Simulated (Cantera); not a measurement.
Source: NASA polynomial tables (part measured, part estimated), evaluated in Cantera. Values are per mole of reaction as written; species without (g) are pure solids or liquids, kept so even where they would boil at 1 bar.

3 H₂(g) + N₂(g) → 2 NH₃(g)

| T (K) | ΔH° (kJ) | ΔS° (J/K) | ΔG° (kJ) | log10 K |
|---|---|---|---|---|
| 300 | -92.0 | -198.4 | -32.4 | 5.65 |
| 425 | (withheld) | (withheld) | (withheld) | (withheld) |
| 575 | (withheld) | (withheld) | (withheld) | (withheld) |
| 725 | -105.9 | -229.0 | 60.1 | -4.33 |
| 875 | -108.6 | -232.4 | 94.7 | -5.65 |
| 1025 | (withheld) | (withheld) | (withheld) | (withheld) |
| 1175 | -111.8 | -235.5 | 165.0 | -7.33 |
| 1325 | -112.5 | -236.1 | 200.3 | -7.90 |
| 1475 | -112.8 | -236.3 | 235.8 | -8.35 |
| 1625 | (withheld) | (withheld) | (withheld) | (withheld) |

Q: Some entries are withheld; supply them.

A: 
- 425, ΔH° (kJ): -97.2
- 425, ΔS° (J/K): -213.0
- 425, ΔG° (kJ): -6.7
- 425, log10 K: 0.82
- 575, ΔH° (kJ): -102.2
- 575, ΔS° (J/K): -223.2
- 575, ΔG° (kJ): 26.1
- 575, log10 K: -2.37
- 1025, ΔH° (kJ): -110.5
- 1025, ΔS° (J/K): -234.4
- 1025, ΔG° (kJ): 129.7
- 1025, log10 K: -6.61
- 1625, ΔH° (kJ): -112.7
- 1625, ΔS° (J/K): -236.2
- 1625, ΔG° (kJ): 271.2
- 1625, log10 K: -8.72
